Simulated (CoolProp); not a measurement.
Vapour-liquid equilibrium of benzene (1) + ethylbenzene (2) at 284.1 K; x and y are mole fractions of (1).

Computed with CoolProp (multi-fluid Helmholtz-energy mixture model, Thol 2012 and Zhou 2012; pair parameters Bell 2016).

| x | bubble pressure (kPa) | y at the bubble point | dew pressure at overall composition x (kPa) | liquid density (mol/L) |
|---|---|---|---|---|
| 0.05 | 0.7708 | 0.328 | 0.5708 | 8.362 |
| 0.2 | 1.498 | 0.711 | 0.6637 | 8.749 |
| 0.35 | 2.307 | 0.850 | 0.7930 | 9.164 |
| 0.5 | 3.195 | 0.920 | 0.9851 | 9.612 |
| 0.65 | 4.144 | 0.959 | 1.302 | 10.09 |
| 0.8 | 5.120 | 0.982 | 1.929 | 10.61 |
| 0.95 | 6.076 | 0.997 | 3.881 | 11.18 |

No azeotrope shows between x = 0.05 and 0.95.

The pair parameters rest on a limited set of measurements; away from them the model extrapolates.
